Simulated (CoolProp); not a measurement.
Vapour-liquid equilibrium of methanol (1) + ethanol (2) at 365.7 K; x and y are mole fractions of (1).

Computed with CoolProp (multi-fluid Helmholtz-energy mixture model, de Reuck 1993 and Schroeder 2014; pair parameters Bell 2016).

```
x     bubble pressure, mixture model (kPa)  bubble pressure, Raoult's law (kPa)  y, mixture model  y, Raoult's law
----  ------------------------------------  -----------------------------------  ----------------  ---------------
0.05                                 178.0                                177.8             0.077            0.078
0.2                                  193.4                                193.7             0.279            0.287
0.35                                 208.2                                209.6             0.451            0.465
0.5                                  223.1                                225.4             0.604            0.617
0.65                                 238.6                                241.3             0.741            0.750
0.8                                  255.0                                257.2             0.863            0.866
0.95                                 272.3                                273.0             0.969            0.968
```

The largest gap from Raoult's law is -1.1 % in bubble pressure, at x = 0.65. No azeotrope shows between x = 0.05 and 0.95.

Pair parameters are fitted to limited data, so mixtures are less certain than the pure fluids.
